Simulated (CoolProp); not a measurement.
Vapour-liquid equilibrium of R22 (1) + cyclohexane (2) at 66.25 °C; x and y are mole fractions of (1).

The numbers come from the multi-fluid Helmholtz-energy mixture model, Kamei 1995 and Zhou 2014; pair parameters Bell 2016 in CoolProp.

Task: Give the bubble pressure and the first vapour's composition at x = 0.25, 0.85, 0.95. Is there an azeotrope?

Result: x = 0.25: 1047 kPa, y = 0.934; x = 0.85: 2296 kPa, y = 0.980; x = 0.95: 2588 kPa, y = 0.992. No azeotrope shows between x = 0.05 and 0.95.

Pair parameters are fitted to limited data, so mixtures are less certain than the pure fluids. The gap from Raoult's law changes sign with composition, which may be real or a fault of the pair parameters; it wasn't checked against measurements. With so large a gap from Raoult's law the liquid may split in two, which this calculation doesn't test in full.
